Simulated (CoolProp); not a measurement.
Computed with CoolProp (reference Helmholtz-energy equation of state, Thol 2019).

Task: Give the vapour pressure (bar), vapour density (kg/m³), surface tension (mN/m) of saturated decamethylcyclopentasiloxane (D5) at 123.15, 141.05, 194.55 °C.

Result: 
| T (°C) | p (bar) | vapour density (kg/m³) | surface tension (mN/m) |
|---|---|---|---|
| 123.15 | 0.0687 | 0.783 | 11.0 |
| 141.05 | 0.135 | 1.49 | 9.83 |
| 194.55 | 0.679 | 6.95 | 6.52 |

Surface tension comes from a separate correlation (Mulero 2014), older than this fluid's equation and unchecked against measurements.
